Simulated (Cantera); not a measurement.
Cantera run:

```python
import numpy as np
import cantera as ct

gas_names = [...]  # 123 gases of nasa_gas.yaml made of C, H, O, Si
cond_names = """
    C(gr) C6H6(L) C7H8(L) C8H18(L),n-octa H2O(s) H2O(L) Si(cr) Si(L) SiC(b) SiO2(Lqz) SiO2(hqz) SiO2(L)
""".split()


# ... load() reads the species with a 1 bar reference pressure and builds the phases ...
atoms = {
    'SiO2': {'Si': 1, 'O': 2},
    'C': {'C': 1},
    'H2': {'H': 2},
}
top_T = {'C(gr)': 4500, 'SiC(b)': 3050}  # K; cautious upper limits of use, not melting points


# ... equilibrate(T, P, feed) seeds the gas with the atoms and calls Mixture.equilibrate('TP', solver="vcs", rtol=1e-11, max_steps=5000) ...
results = []
T = 1848.15  # K
P = 13332.2  # Pa
for m in [0.054, 0.096, 0.17, 0.3, 0.53, 0.94, 1.7, 2.9, 5.2]:
    feed = {'SiO2': 1, 'C': 0.0077, 'H2': m}  # mol
    mix = equilibrate(T, P, feed)
    results.append((T, P, feed, dict(zip(mix.species_names, mix.species_moles))))

top = {s: max(r[3][s] / sum(r[3][g] for g in gas_names) for r in results) for s in gas_names}
cols = sorted((s for s in top if top[s] > 0.0001), key=lambda s: -top[s])[:7]
seen = [c for c in cond_names if any(r[3].get(c, 0) > 1e-12 for r in results)]
print("log10 of partial pressures in bar; condensed amounts in mol")
print(f"{'n(H2)':>10s}" + "".join(f"{s[:9]:>10s}" for s in cols + seen))
for T, P, feed, n in results:
    ng = sum(n[g] for g in gas_names)
    print(f"{feed['H2']:10.4g}" + "".join(f"{np.log10(max(n[s] / ng * P / 1e5, 1e-99)):10.3f}" for s in cols)
          + "".join(f"{n.get(c, 0):10.4g}" for c in seen))
```

Result:

```
log10 of partial pressures in bar; condensed amounts in mol
     n(H2)        H2       SiO        CO       H2O         H   SiO2(L)
     0.054    -0.985    -1.829    -1.830    -4.418    -3.768    0.9923
     0.096    -0.941    -2.033    -2.036    -4.170    -3.745    0.9922
      0.17    -0.914    -2.248    -2.258    -3.928    -3.732    0.9921
       0.3    -0.899    -2.462    -2.489    -3.699    -3.724    0.9918
      0.53    -0.890    -2.658    -2.727    -3.494    -3.720     0.991
      0.94    -0.886    -2.814    -2.971    -3.334    -3.718     0.989
       1.7    -0.884    -2.923    -3.226    -3.223    -3.717    0.9845
       2.9    -0.883    -2.983    -3.456    -3.162    -3.716    0.9771
       5.2    -0.882    -3.022    -3.709    -3.122    -3.716    0.9626
```

Method: chemical equilibrium by Gibbs-energy minimisation in Cantera with the NASA 1993 tables (ideal gas, pure condensed phases). The tables hold silica as quartz up to 1696 K and as liquid above; real silica turns to tridymite and cristobalite and melts near 1996 K.
